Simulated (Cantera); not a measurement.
Input: 1 mol borazine, 18 mol H2O, 0.18 mol N2, equilibrated at 13.3 mbar.

Equilibrium computed with Cantera from the NASA thermochemical tables; the gas is ideal and each condensed phase is pure. Candidate condensed phases: B, BN, B2O3, B3O3H3, H2O; 39 gas species. The feed counts by its element totals alone. Gases not in the tables: H3BO3. Rates play no part.

### Question
At 1375 °C, list the 6 most abundant gas species with their mole fractions, and the condensed phases.

### Answer
H2O 0.498, H2 0.310, HBO2 0.121, N2 0.0695, B2O3 0.00157, H 0.000429. Condensed: gas only.
